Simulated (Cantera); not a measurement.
What does this Cantera script print?

```python
import numpy as np
import cantera as ct

gas = ct.Solution("gri30.yaml")
gas.TP = 300, 140000
flame = ct.CounterflowDiffusionFlame(gas, width=0.02)
flame.fuel_inlet.X, flame.fuel_inlet.T = {'CH4': 1}, 498
flame.oxidizer_inlet.X, flame.oxidizer_inlet.T = {'O2': 0.25, 'N2': 0.75}, 325
flame.set_refine_criteria(ratio=3, slope=0.12, curve=0.24, prune=0.03)
show = ['OH', 'H', 'NO', 'CO', 'C2H2']

rows = []
print(f"{'mdot':>8s}{'a_max':>10s}{'a_mean':>10s}{'Tmax/K':>9s}" + "".join(f"{s:>11s}" for s in show) + "   (peak mole fractions)")
for i, mdot in enumerate([0.35, 0.45, 0.58, 0.74, 0.95, 1.2, 1.6, 2, 2.6]):  # kg/m2/s on the oxidiser side
    flame.oxidizer_inlet.mdot, flame.fuel_inlet.mdot = mdot, 0.67 * mdot
    flame.solve(loglevel=0, auto=(i == 0))
    if flame.T.max() < max(498, 325) + 100:
        print(f"{mdot:8.3g}  no burning solution found from the previous one")
        break
    dT = np.abs(np.gradient(flame.T, flame.grid))
    rows.append([flame.strain_rate("max"), flame.strain_rate("mean"), flame.T.max(),
                 *(flame.X[gas.species_index(s)].max() for s in show), max(dT[0], dT[-1]) / dT.max()])
    print(f"{mdot:8.3g}{rows[-1][0]:10.1f}{rows[-1][1]:10.1f}{rows[-1][2]:9.1f}" + "".join(f"{x:11.3e}" for x in rows[-1][3:-1]))
```

It prints:

```
    mdot     a_max    a_mean   Tmax/K         OH          H         NO         CO       C2H2   (peak mole fractions)
    0.35     181.6      33.3   2263.5  1.037e-02  4.191e-03  4.082e-04  7.107e-02  1.862e-02
    0.45     230.5      42.8   2248.7  1.043e-02  4.346e-03  3.839e-04  6.975e-02  1.789e-02
    0.58     292.2      55.1   2236.2  1.046e-02  4.503e-03  3.621e-04  6.861e-02  1.722e-02
    0.74     366.3      70.3   2227.0  1.052e-02  4.671e-03  3.436e-04  6.773e-02  1.662e-02
    0.95     462.5      90.3   2218.2  1.057e-02  4.850e-03  3.243e-04  6.693e-02  1.597e-02
     1.2     576.2     114.0   2208.3  1.055e-02  4.998e-03  3.037e-04  6.617e-02  1.529e-02
     1.6     755.0     152.0   2196.2  1.050e-02  5.177e-03  2.772e-04  6.537e-02  1.449e-02
       2     928.3     190.1   2186.4  1.043e-02  5.304e-03  2.553e-04  6.485e-02  1.386e-02
     2.6    1177.3     247.1   2172.4  1.027e-02  5.413e-03  2.270e-04  6.423e-02  1.304e-02
```

Cantera simulation using GRI-Mech 3.0 (53 species, 325 reactions); the numbers are that mechanism's predictions, not measurements. GRI-Mech 3.0 has no aromatics or soot, which form on the fuel side of real flames. The maximum strain rate includes the flame's own expansion and is several times the mean.
